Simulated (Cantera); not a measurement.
Input: 1 mol Si, 0.069 mol CO2, 96 mol H2, held at 1 atm.

Method: chemical equilibrium by Gibbs-energy minimisation in Cantera with the NASA 1993 tables (ideal gas, pure condensed phases). Candidate condensed phases: C, C6H6, C7H8, C8H18, H2O, Si, SiC, SiO2; 123 gas species. Mutual solubility and eutectic melting of coexisting phases are not modelled. Gases not in the tables: Si2H6 and higher silanes. The numbers say what is thermodynamically allowed, not how fast it happens.

At 1600 °C, list the 5 most abundant gas species with their mole fractions, and the condensed phases.

H2 0.998, SiO 0.00123, H 0.000640, CO 0.000200, SiH2 4.89e-5. Condensed: Si(l) + SiC(s).
